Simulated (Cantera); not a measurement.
Input: 1 mol CH2F2, 0.5 mol HCl, 0.17 mol H2, at 2850 °C and 0.0640 bar.

Method: chemical equilibrium by Gibbs-energy minimisation in Cantera with the NASA 1993 tables (ideal gas, pure condensed phases). The tables' values for CCl are old estimates; treat these amounts as uncertain. The numbers say what is thermodynamically allowed, not how fast it happens.

```csv
species,before,after
HF,0.590,0.749
HCl,0.0362,0.187
H2,0.0350,0.0637
H,0.168,2.36e-5
C3,0.0171,<1e-9
F,0.0217,9.10e-9
Cl,0.117,5.56e-5
CF,0.00321,<1e-9
C2H,0.00299,<1e-9
C,0.00244,<1e-9
C2,0.00178,<1e-9
C5,0.000449,<1e-9
C4H2,0.000112,<1e-9
"C(graphite), mol",0.752,1.000
```
Gas species are given as mole fractions.

**Question.** Which change was made?
A. temperature from 2850 °C to 402 °C
B. temperature from 2850 °C to 1252 °C
C. temperature from 2850 °C to 2325 °C
D. CH2F2 replaced by c-C4F8

**Answer.** B, temperature from 2850 °C to 1252 °C
